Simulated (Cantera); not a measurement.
Input (Python, Cantera):

```python
import numpy as np
import cantera as ct

gas = ct.Solution("h2o2.yaml")
gas.TPX = 425, 64000, {'H2': 1, 'O2': 0.278, 'N2': 1.25, 'H2O': 0.27}
flame = ct.FreeFlame(gas, width=0.055)
flame.set_refine_criteria(ratio=3, slope=0.08, curve=0.16)
flame.transport_model = "mixture-averaged"
flame.solve(loglevel=0, auto=True)
z, T = flame.grid, flame.T
thick = (T[-1] - T[0]) / np.gradient(T, z).max()
show = ['H2', 'O2', 'H2O', 'H', 'HO2', 'O']
print(f"laminar burning velocity  {flame.velocity[0] * 100:.3f} cm/s")
print(f"burnt temperature         {T[-1]:.1f} K")
print(f"thermal thickness         {thick * 1e3:.4f} mm")
print(f"grid points               {len(z)}")
z0 = z[flame.heat_release_rate.argmax()]
print(f"{'z/mm':>9s}{'T/K':>9s}{'u/(m/s)':>9s}" + "".join(f"{s:>11s}" for s in show))
rows = []
for k in (-3, -2, -1.5, -1, -0.5, -0.25, 0, 0.25, 0.5, 1, 2, 4, 8):
    zz = z0 + k * thick
    rows.append([k * thick, np.interp(zz, z, T), np.interp(zz, z, flame.velocity),
                 *(np.interp(zz, z, flame.X[gas.species_index(s)]) for s in show)])
    print(f"{rows[-1][0] * 1e3:9.3f}{rows[-1][1]:9.1f}{rows[-1][2]:9.3f}" + "".join(f"{x:11.3e}" for x in rows[-1][3:]))
```

Result:

```
laminar burning velocity  353.965 cm/s
burnt temperature         1895.7 K
thermal thickness         0.6227 mm
grid points               119
     z/mm      T/K  u/(m/s)         H2         O2        H2O          H        HO2          O
   -1.868    425.0    3.540  3.574e-01  9.936e-02  9.650e-02  7.083e-16  1.401e-12  1.405e-13
   -1.245    425.0    3.540  3.574e-01  9.936e-02  9.650e-02  8.615e-14  2.424e-10  1.703e-11
   -0.934    425.0    3.540  3.574e-01  9.936e-02  9.650e-02  1.239e-12  4.293e-09  2.215e-10
   -0.623    425.2    3.540  3.571e-01  9.940e-02  9.654e-02  2.131e-10  2.708e-07  7.787e-09
   -0.311    445.5    3.680  3.511e-01  9.994e-02  9.811e-02  1.841e-05  1.597e-04  2.698e-06
   -0.156    658.8    5.314  3.231e-01  9.473e-02  1.174e-01  2.524e-03  2.460e-04  1.090e-04
    0.000   1015.7    7.993  2.640e-01  7.334e-02  1.704e-01  1.856e-02  8.802e-05  1.055e-03
    0.156   1280.6    9.968  1.961e-01  3.595e-02  2.444e-01  4.215e-02  3.304e-05  2.487e-03
    0.311   1419.7   11.004  1.595e-01  1.165e-02  2.908e-01  5.344e-02  9.854e-06  1.998e-03
    0.623   1533.3   11.818  1.489e-01  1.726e-03  3.115e-01  5.062e-02  1.375e-06  1.086e-03
    1.245   1630.9   12.489  1.542e-01  6.802e-04  3.159e-01  3.918e-02  5.332e-07  7.183e-04
    2.491   1719.4   13.081  1.603e-01  3.708e-04  3.193e-01  2.763e-02  2.929e-07  4.102e-04
    4.982   1790.5   13.548  1.652e-01  1.696e-04  3.224e-01  1.801e-02  1.432e-07  1.924e-04
```

Computed with Cantera and the H2/O2 subset of GRI-Mech 3.0, which has no nitrogen chemistry. Burning velocities carry a grid error of a few per cent, more on coarse grids.
